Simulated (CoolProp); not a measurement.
A Linde-Hampson liquefier for ethylene: isothermal reversible compression at 320 K from 1 atm to 15 MPa, throttling to 1 atm, return gas leaving the recuperator 0 K below the feed. Each further row changes one setting.

Model: reference Helmholtz-energy equation of state, Smukala 2000, in CoolProp.

| case | liquid yield per pass | compression work (kJ/kg of gas) |
|---|---|---|
| as stated | 0.395 | 404 |
| high pressure 30 MPa | 0.429 | 444 |
| warm-end temperature 350 K | 0.291 | 465 |
| warm-end gap 5 K | 0.388 | 404 |
